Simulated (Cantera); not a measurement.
Input (Python, Cantera) and output of one run.

```python
import numpy as np
import cantera as ct

gas_names = """
    B BH BH2 BH3 BN B2 H H2 N NH NH2 NH3 N2 N2H2 N2H4
""".split()
cond_names = """
    B(b) B(L) BN(s)
""".split()


# ... load() reads the species with a 1 bar reference pressure and builds the phases ...
atoms = {
    'borazine': {'B': 3, 'N': 3, 'H': 6},
    'NH3': {'N': 1, 'H': 3},
}
top_T = {'BN(s)': 3200}  # K; cautious upper limits of use, not melting points


# ... equilibrate(T, P, feed) seeds the gas with the atoms and calls Mixture.equilibrate('TP', solver="vcs", rtol=1e-11, max_steps=5000) ...
results = []
feed = {'borazine': 1, 'NH3': 11}  # mol
T = 1298  # K
P = 500  # Pa
mix = equilibrate(T, P, feed)
results.append((T, P, feed, dict(zip(mix.species_names, mix.species_moles))))
x = sorted(zip(gas.X, gas.species_names), reverse=True)
print(f"T = {T:g} K  P = {P:g} Pa  gas = {mix.phase_moles(0):.4g} mol")
print("   x: " + "  ".join(f"{s} {v:.3e}" for v, s in x if v > 0.0001))
print("   condensed (mol): " + ("  ".join(f"{mix.phase(i).name} {mix.phase_moles(i):.4g}"
      for i in range(1, mix.n_phases) if mix.phase_moles(i) > 1e-12) or "none"))
```

Output:

```
T = 1298 K  P = 500 Pa  gas = 25 mol
   x: H2 7.800e-01  N2 2.200e-01
   condensed (mol): BN(s) 3
```

Method: chemical equilibrium by Gibbs-energy minimisation in Cantera with the NASA 1993 tables (ideal gas, pure condensed phases). The feed counts by its element totals alone.
